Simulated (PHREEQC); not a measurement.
A column of 0.5 m (40 cells, dispersivity 0.018 m, 3600 s a shift, diffusion coefficient 3e-10 m²/s) holds 0.098 eq of the database's cation exchanger X per kg of pore water, first in equilibrium with 7.5 mmol/kgw ZnSO4, 0.53 mmol/kgw MgSO4 and 0.01 mmol/kgw HCl. It is flushed with 0.058 mol/kgw NaCl, 0.065 mol/kgw KCl and 1e-05 mol/kgw HCl, at 25 °C. Values are for the last cell. No CO2 enters from the air. Precipitation was switched off in this run.

Computed with PHREEQC (ion-association model, phreeqc.dat).

```csv
pore volumes,K in solution (mol/kgw),Na in solution (mol/kgw),S in solution (mol/kgw),Cl in solution (mol/kgw),Mg in solution (mol/kgw),NaX on the exchanger (mol/kgw),KX on the exchanger (mol/kgw)
0,0,0,0.00803,1.00e-5,0.000530,0,0
0.2625,0,2.90e-14,0.00803,1.00e-5,0.000530,1.51e-14,0
0.6375,6.10e-9,0.000260,0.00756,…,0.000723,0.000111,1.31e-8
0.8875,3.83e-5,0.00793,0.00500,0.0464,0.00152,0.00213,5.15e-5
1.262,0.00302,0.0354,0.00126,0.104,0.00184,0.00752,0.00322
1.512,0.00972,0.0473,0.000364,0.117,0.00146,…,0.0103
1.887,0.0239,0.0544,4.36e-5,0.122,0.000859,0.0119,0.0262
2.138,0.0333,0.0560,9.53e-6,0.123,0.000569,0.0126,0.0374
2.513,0.0446,…,8.84e-7,0.123,0.000292,0.0132,0.0519
2.763,0.0502,0.0572,1.74e-7,0.123,…,0.0136,0.0595
3.138,0.0560,0.0575,1.45e-8,0.123,8.98e-5,0.0140,0.0681
3.388,0.0586,0.0576,2.72e-9,0.123,5.50e-5,0.0142,0.0723
3.763,0.0613,0.0578,2.16e-10,0.123,2.58e-5,0.0144,0.0766
4.013,0.0624,0.0578,3.95e-11,0.123,1.53e-5,0.0145,0.0786
```

Task: Fill in the missing entries.

Result: 
- 0.6375, Cl in solution (mol/kgw): 0.00715
- 1.512, NaX on the exchanger (mol/kgw): 0.00999
- 2.513, Na in solution (mol/kgw): 0.0569
- 2.763, Mg in solution (mol/kgw): 0.000184

Complexes and solids missing from the database can't appear.
